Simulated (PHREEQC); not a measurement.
# Polishing slurry liquid (model solution)

Solution (55 °C): 0.14 mol TMAH and 3.7e-05 mol K2SO4 per kg of water. Closed to the air; pH follows from the charge balance.

Computed with PHREEQC (ion-association model, phreeqc.dat).

This is a speciation only: nothing precipitates in the calculation.

Problem. What pH does the model give?

Solution. pH 12.14.

(CH3)4N+ isn't in the database: it is added as a free cation with an ion size of 4 Å. Constants without temperature data keep their 25 °C values here.
